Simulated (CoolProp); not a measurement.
R11 along the isobar 23.6 MPa: Z from the reference equation and from simpler models built on Tc = 198.0 °C, pc = 4.408 MPa, ω = 0.189; each cubic takes its own stable root.

Model: reference Helmholtz-energy equation of state, Jacobsen 1992, in CoolProp.

```
T (°C)          phase  reference  van der Waals  Redlich-Kwong  Peng-Robinson
------  -------------  ---------  -------------  -------------  -------------
37.05          liquid     0.8346          1.246         0.8814         0.7746
57.45          liquid     0.8048              ?         0.8487              ?
77.85          liquid     0.7803          1.141         0.8216         0.7214
98.35          liquid     0.7602          1.098         0.7994         0.7023
118.75         liquid          ?          1.061         0.7817         0.6880
139.25         liquid     0.7323          1.029              ?         0.6778
159.65         liquid          ?          1.001         0.7576         0.6717
180.05         liquid     0.7193         0.9768         0.7507         0.6697
200.55  supercritical     0.7180         0.9559         0.7470         0.6716
220.95  supercritical     0.7202         0.9382         0.7461         0.6774
```

Task: What belongs in the gaps?

Result: 
- 57.45, van der Waals: 1.189
- 57.45, Peng-Robinson: 0.7452
- 118.75, reference: 0.7443
- 139.25, Redlich-Kwong: 0.7678
- 159.65, reference: 0.7240
